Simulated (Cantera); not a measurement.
Charge: 1 mol FeS2, 2.9 mol O2, 12 mol N2, 0.18 mol H2S, at 11.0 mbar.

Method: chemical equilibrium by Gibbs-energy minimisation in Cantera with the NASA 1993 tables (ideal gas, pure condensed phases). Candidate condensed phases: Fe, FeO, Fe(OH)2, Fe(OH)3, FeS, FeSO4, FeS2, Fe2O3, Fe2(SO4)3, Fe3O4, H2O, H2SO4, S; 38 gas species. Gases not in the tables: S3 to S7. Rates play no part.

Q: At 877 °C, list the 5 most abundant gas species with their mole fractions, and the condensed phases.

A: N2 0.837, SO2 0.149, H2O 0.0124, S2 0.00117, H2 0.000158. Condensed: Fe3O4(s).
